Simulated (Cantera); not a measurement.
Input (Python, Cantera):

```python
import numpy as np
import cantera as ct

gas = ct.Solution("gri30.yaml")
gas.TPX = 1625, 101325, {'CH3OH': 1, 'O2': 0.833, 'N2': 3.13, 'H2O': 0.31}
reactor = ct.IdealGasReactor(gas, energy="on", clone=False)
net = ct.ReactorNet([reactor])
net.rtol, net.atol = 1e-08, 1e-16
show = ['CH3OH', 'O2', 'H2O', 'OH', 'CH4']
times = np.geomspace(5e-06, 2, 16)

steps = ct.SolutionArray(gas, extra=["t"])
rows = []
print(f"{'t/s':>10s}{'T/K':>9s}{'P/Pa':>11s}" + "".join(f"{s:>11s}" for s in show))
for t in times:
    while net.time < t:
        t_next = net.step()
        steps.append(gas.state, t=t_next)
    rows.append([np.interp(t, steps.t, y) for y in (steps.T, steps.P, *steps(*show).X.T)])
    print(f"{t:10.3e}{rows[-1][0]:9.1f}{rows[-1][1]:11.4g}" + "".join(f"{x:11.3e}" for x in rows[-1][2:]))
rate = np.gradient(steps.T, steps.t)
print("integrator steps:", len(steps.t))
if steps.T.max() > steps.T[0] + 200:
    print(f"time of steepest temperature rise: {steps.t[rate.argmax()]:.4e} s")
gas.TPX = 1625, 101325, {'CH3OH': 1, 'O2': 0.833, 'N2': 3.13, 'H2O': 0.31}
gas.equilibrate("UV")
print(f"equilibrium (UV): T = {gas.T:.1f} K  " + "  ".join(f"{s} {gas[s].X[0]:.3e}" for s in show))
```

Output:

```
       t/s      T/K       P/Pa      CH3OH         O2        H2O         OH        CH4
 5.000e-06   1624.8  1.014e+05  1.888e-01  1.574e-01  5.908e-02  2.918e-06  4.123e-05
 1.182e-05   1625.9  1.016e+05  1.866e-01  1.563e-01  5.985e-02  7.706e-06  1.364e-04
 2.792e-05   1646.4  1.039e+05  1.709e-01  1.488e-01  6.727e-02  4.181e-05  3.017e-04
 6.598e-05   2645.7  2.093e+05  2.466e-14  4.646e-03  2.219e-01  2.011e-02  3.198e-13
 1.559e-04   2854.4  2.225e+05  4.339e-14  2.191e-03  2.374e-01  1.564e-02  1.592e-12
 3.684e-04   2856.3  2.226e+05  4.504e-14  2.066e-03  2.376e-01  1.524e-02  1.732e-12
 8.706e-04   2851.8  2.223e+05  4.583e-14  1.972e-03  2.372e-01  1.490e-02  1.791e-12
 2.057e-03   2849.7  2.221e+05  4.620e-14  1.929e-03  2.371e-01  1.474e-02  1.819e-12
 4.861e-03   2849.6  2.221e+05  4.622e-14  1.927e-03  2.370e-01  1.473e-02  1.820e-12
 1.149e-02   2849.6  2.221e+05  4.622e-14  1.927e-03  2.370e-01  1.473e-02  1.820e-12
 2.714e-02   2849.6  2.221e+05  4.622e-14  1.927e-03  2.370e-01  1.473e-02  1.820e-12
 6.414e-02   2849.6  2.221e+05  4.622e-14  1.927e-03  2.370e-01  1.473e-02  1.820e-12
 1.516e-01   2849.6  2.221e+05  4.622e-14  1.927e-03  2.370e-01  1.473e-02  1.820e-12
 3.582e-01   2849.6  2.221e+05  4.622e-14  1.927e-03  2.370e-01  1.473e-02  1.820e-12
 8.464e-01   2849.6  2.221e+05  4.622e-14  1.927e-03  2.370e-01  1.473e-02  1.820e-12
 2.000e+00   2849.6  2.221e+05  4.622e-14  1.927e-03  2.370e-01  1.473e-02  1.820e-12
integrator steps: 1679
time of steepest temperature rise: 4.6934e-05 s
equilibrium (UV): T = 2849.6 K  CH3OH 4.807e-14  O2 1.927e-03  H2O 2.370e-01  OH 1.473e-02  CH4 2.150e-12
```

Model: GRI-Mech 3.0 (53 species, 325 reactions), integrated in Cantera. GRI-Mech 3.0 was tuned for natural gas; its chemistry of methanol as a main component is partial and can be far from experiment.
